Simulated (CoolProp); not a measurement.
Model: reference Helmholtz-energy equation of state, Zhou 2011, in CoolProp.

Q: For dimethyl carbonate, give the phase and the cp (kJ/(kg K)), speed of sound (m/s), fugacity coefficient at 492.6 K and 4.42 bar.

A: 
- 492.6 K and 4.42 bar: gas; cp 1.69, speed of sound 210, fugacity coefficient 0.954
